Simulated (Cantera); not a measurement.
A closed system holds: 1 mol CH3SiH3, 0.033 mol C2H2, 1.8 mol H2, held at 0.100 bar.

Equilibrium computed with Cantera from the NASA thermochemical tables; the gas is ideal and each condensed phase is pure. Candidate condensed phases: C, C6H6, C7H8, C8H18, Si, SiC; 87 gas species. The feed counts by its element totals alone. Gases not in the tables: Si2H6 and higher silanes. Equilibrium is a limit: real reactors are often held back by kinetics, nucleation or transport.

log p: log10 of the partial pressure in bar; n: condensed amount in mol.

```
T (°C)  log p H2  log p H  log p C2H2 (acetylene)  log p CH4    log p Si  log p SiH  log p SiH2  n C(graphite)  n SiC(s)
------  --------  -------  ----------------------  ---------  ----------  ---------  ----------  -------------  --------
1050       -1.00    -6.30                   -7.08      -4.17  (withheld)     -12.16      -10.43         0.0627      1.00
1125       -1.00    -5.83                   -6.61      -4.36  (withheld)     -11.23       -9.76         0.0639      1.00
1200       -1.00    -5.40                   -6.19      -4.53  (withheld)     -10.39       -9.16         0.0645      1.00
1275       -1.00    -5.01                   -5.80      -4.69  (withheld)      -9.63       -8.62         0.0649      1.00
1350       -1.00    -4.66                   -5.46      -4.83  (withheld)      -8.95       -8.13         0.0649     1.000
1425       -1.00    -4.34                   -5.14      -4.96  (withheld)      -8.32       -7.69         0.0648     1.000
1500       -1.00    -4.05                   -4.85      -5.08  (withheld)      -7.75       -7.28         0.0642     1.000
1575       -1.00    -3.78                   -4.59      -5.18  (withheld)      -7.23       -6.91         0.0632     1.000
1650       -1.00    -3.53                   -4.35      -5.28  (withheld)      -6.75       -6.56         0.0614     1.000
1725       -1.00    -3.30                   -4.12      -5.38  (withheld)      -6.30       -6.25         0.0586     1.000
1800       -1.00    -3.08                   -3.92      -5.46  (withheld)      -5.89       -5.95         0.0545     0.999
1875       -1.01    -2.88                   -3.72      -5.54  (withheld)      -5.51       -5.68         0.0486     0.999
```

**Question.** Fill in the missing entries.

**Answer.** 
- 1050, log p Si: -12.53
- 1125, log p Si: -11.43
- 1200, log p Si: -10.45
- 1275, log p Si: -9.56
- 1350, log p Si: -8.75
- 1425, log p Si: -8.02
- 1500, log p Si: -7.34
- 1575, log p Si: -6.73
- 1650, log p Si: -6.16
- 1725, log p Si: -5.64
- 1800, log p Si: -5.15
- 1875, log p Si: -4.70
